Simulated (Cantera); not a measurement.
An adiabatic, constant-volume homogeneous reactor starts with C₂H₄ : O₂ : N₂ : H₂O = 1 : 4.23 : 15.9 : 1.1 (molar parts), at 1498 K and 60000 Pa. Integrator tolerance rtol = 1e-08.

Detailed kinetics in Cantera: GRI-Mech 3.0 (53 species, 325 reactions). GRI-Mech 3.0 was tuned for natural gas; its chemistry of ethylene as a main component is partial and can be far from experiment.

```json
[
 {"quantity": "time of steepest temperature rise", "before": "54.7 µs", "after": "34.1 µs"},
 {"quantity": "temperature at 2.00 s", "before": "2748 K", "after": "2786 K"},
 {"quantity": "equilibrium temperature", "before": "2748 K", "after": "2786 K"},
 {"quantity": "x(C₂H₄) at 2.00 s", "before": "<1e-12 (gas-phase equilibrium <1e-12)", "after": "<1e-12 (gas-phase equilibrium <1e-12)"},
 {"quantity": "x(O₂) at 2.00 s", "before": "0.0548 (gas-phase equilibrium 0.0548)", "after": "0.0539 (gas-phase equilibrium 0.0539)"},
 {"quantity": "x(H₂O) at 2.00 s", "before": "0.113 (gas-phase equilibrium 0.113)", "after": "0.115 (gas-phase equilibrium 0.115)"},
 {"quantity": "x(CH₂CO) at 2.00 s", "before": "<1e-12 (gas-phase equilibrium <1e-12)", "after": "<1e-12 (gas-phase equilibrium <1e-12)"},
 {"quantity": "x(OH) at 2.00 s", "before": "0.0216 (gas-phase equilibrium 0.0216)", "after": "0.0210 (gas-phase equilibrium 0.0210)"},
 {"quantity": "x(CH₂) at 2.00 s", "before": "<1e-12 (gas-phase equilibrium <1e-12)", "after": "<1e-12 (gas-phase equilibrium <1e-12)"},
 {"quantity": "x(C₂H₂) at 2.00 s", "before": "<1e-12 (gas-phase equilibrium <1e-12)", "after": "<1e-12 (gas-phase equilibrium <1e-12)"}
]
```

Problem. What was changed between the two runs?
A) pressure from 60000 Pa to 500000 Pa
B) O2 4.23 to 2.1 parts
C) pressure from 60000 Pa to 100000 Pa
D) constant pressure in place of constant volume

Solution. C, pressure from 60000 Pa to 100000 Pa
